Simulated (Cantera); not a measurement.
What does this Cantera script print?

```python
import numpy as np
import cantera as ct

gas = ct.Solution("gri30.yaml")
gas.TPX = 425, 1600000, {'C3H8': 1, 'O2': 4.17, 'N2': 50, 'CO2': 0.081}
inlet = ct.Reservoir(gas, clone=True)
gas.equilibrate("HP")  # start burning
reactor = ct.IdealGasConstPressureReactor(gas, energy="on", clone=False)
exhaust = ct.Reservoir(gas, clone=True)
tau = [0.077, 0.026, 0.0091, 0.0031, 0.0011, 0.00037, 0.00013, 4.3e-05, 1.5e-05, 5.1e-06][0]
for a, b in ((inlet, reactor), (reactor, exhaust)):
    ct.MassFlowController(a, b, mdot=lambda t: reactor.mass / tau)
net = ct.ReactorNet([reactor])
show = ['C3H8', 'O2', 'C2H2', 'HO2', 'HCN']

rows = []
print(f"{'tau/s':>10s}{'T/K':>9s}" + "".join(f"{s:>11s}" for s in show))
for tau in [0.077, 0.026, 0.0091, 0.0031, 0.0011, 0.00037, 0.00013, 4.3e-05, 1.5e-05, 5.1e-06]:
    net.initial_time = 0.0
    net.advance(30 * tau)
    before = gas.X
    net.advance(40 * tau)
    drift = np.max(np.abs(gas.X - before) / (gas.X + 1e-9))
    rows.append([gas.T, *gas[show].X, drift])
    print(f"{tau:10.3e}{gas.T:9.1f}" + "".join(f"{x:11.3e}" for x in gas[show].X))
```

It prints:

```
     tau/s      T/K       C3H8         O2       C2H2        HO2        HCN
 7.700e-02   1252.5  1.185e-04  2.666e-03  1.327e-04  6.595e-06  2.592e-09
 2.600e-02   1211.8  2.646e-04  5.508e-03  7.929e-05  1.718e-05  1.070e-09
 9.100e-03    425.0  1.810e-02  7.547e-02  3.642e-18  2.867e-20  3.661e-23
 3.100e-03    425.0  1.810e-02  7.547e-02  1.418e-21  2.953e-22  1.425e-26
 1.100e-03    425.0  1.810e-02  7.547e-02  8.955e-23  1.132e-22  9.000e-28
 3.700e-04    425.0  1.810e-02  7.547e-02  5.657e-24  3.893e-23  5.685e-29
 1.300e-04    425.0  1.810e-02  7.547e-02  3.573e-25  1.363e-23  3.591e-30
 4.300e-05    425.0  1.810e-02  7.547e-02  2.257e-26  4.555e-24  2.268e-31
 1.500e-05    425.0  1.810e-02  7.547e-02  1.426e-27  1.576e-24  1.433e-32
 5.100e-06    425.0  1.810e-02  7.547e-02  9.005e-29  5.377e-25  9.051e-34
```

Model: GRI-Mech 3.0 (53 species, 325 reactions), integrated in Cantera. GRI-Mech 3.0 was tuned for natural gas; its chemistry of propane as a main component is partial and can be far from experiment. The pressure lies above the range GRI-Mech 3.0 was tuned for (to about 10 atm).
